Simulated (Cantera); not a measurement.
Input: 1 mol CuO, 0.49 mol CH4, 6.6 mol N2, held at 1.00 bar.

Equilibrium computed with Cantera from the NASA thermochemical tables; the gas is ideal and each condensed phase is pure. Candidate condensed phases: C, C6H6, C7H8, C8H18, Cu, CuO, Cu(OH)2, Cu2O, H2O; 139 gas species. Rates play no part.

x: gas mole fraction; n: condensed amount in mol.

```tsv
T (°C)	x N2	x Cu	x H2	x H2O	x CO	x CO2	n Cu(s)	n Cu(l)
777	0.818	1.05e-10	0.0808	0.0406	0.0381	0.0226	1.00	0
927	0.818	1.23e-8	0.0764	0.0450	0.0425	0.0182	1.00	0
1077	0.818	4.89e-7	0.0734	0.0480	0.0456	0.0152	1.000	0
1227	0.818	8.22e-6	0.0712	0.0502	0.0477	0.0130	0	1.000
1377	0.818	?	0.0696	0.0518	0.0493	?	0	0.999
1527	0.817	0.000541	0.0684	0.0529	0.0505	0.0102	0	0.996
1677	0.816	0.00267	0.0672	0.0537	0.0512	0.00930	0	0.978
1827	0.809	0.0104	0.0658	0.0539	0.0515	0.00854	0	0.914
1977	0.789	0.0337	0.0632	0.0529	0.0508	0.00780	0	0.713
2127	0.738	?	0.0581	0.0494	0.0479	0.00690	0	?
2277	0.725	0.108	0.0556	0.0476	0.0474	0.00641	0	0
```

Task: Some entries are withheld; supply them.

Result: 
- 1377, x Cu: 8.12e-5
- 1377, x CO2: 0.0114
- 2127, x Cu: 0.0935
- 2127, n Cu(l): 0.144
